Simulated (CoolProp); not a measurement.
Vapour-liquid equilibrium of toluene (1) + n-octane (2) at 1.8 bar; x and y are mole fractions of (1).

Values from CoolProp's multi-fluid Helmholtz-energy mixture model, Lemmon 2006 and Beckmüller 2019; pair parameters Bell 2016.

Task: Give the bubble temperature and the first vapour's composition at x = 0.25, 0.45, 0.95. Is there an azeotrope?

Result: x = 0.25: 141.0 °C, y = 0.349; x = 0.45: 137.3 °C, y = 0.549; x = 0.95: 132.4 °C, y = 0.955. No azeotrope shows between x = 0.05 and 0.95.

The pair parameters rest on a limited set of measurements; away from them the model extrapolates.
